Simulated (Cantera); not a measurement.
# Adiabatic ignition

An adiabatic, constant-volume homogeneous reactor starts with 3.35 % CH4, 20.3 % O2, 76.4 % N2, equivalence ratio 0.33, at 1800 K and 1.00 atm.

Model: GRI-Mech 3.0 (53 species, 325 reactions), integrated in Cantera.

```tsv
t (s)	T (K)	P (bar)	x CH4	x O2	x CH3	x NO	x N2O
5.00e-6	1800	1.01	0.0335	0.203	2.17e-5	1.79e-12	6.97e-11
1.61e-5	1800	1.01	0.0334	0.203	8.99e-5	1.02e-11	4.93e-10
5.19e-5	1801	1.01	0.0325	0.202	0.000557	1.12e-10	4.97e-9
0.000167	2388	1.37	<1e-12	0.129	<1e-12	0.000105	6.99e-7
0.000538	2545	1.44	<1e-12	0.131	<1e-12	0.000996	1.05e-6
0.00173	2544	1.44	<1e-12	0.130	<1e-12	0.00352	1.06e-6
0.00558	2533	1.44	<1e-12	0.127	<1e-12	0.00946	1.08e-6
0.0180	2520	1.43	<1e-12	0.124	<1e-12	0.0163	1.13e-6
0.0579	2517	1.43	<1e-12	0.123	<1e-12	0.0178	1.15e-6
0.186	2517	1.43	<1e-12	0.123	<1e-12	0.0178	1.15e-6
0.600	2517	1.43	<1e-12	0.123	<1e-12	0.0178	1.15e-6
```
x: mole fraction; the columns are a selection and need not sum to one.

time of steepest temperature rise: 0.105 ms
temperature at 0.600 s: 2517 K
equilibrium temperature: 2517 K
x(CH4) at 0.600 s: <1e-12 (gas-phase equilibrium <1e-12)
x(O2) at 0.600 s: 0.123 (gas-phase equilibrium 0.123)
x(CH3) at 0.600 s: <1e-12 (gas-phase equilibrium <1e-12)
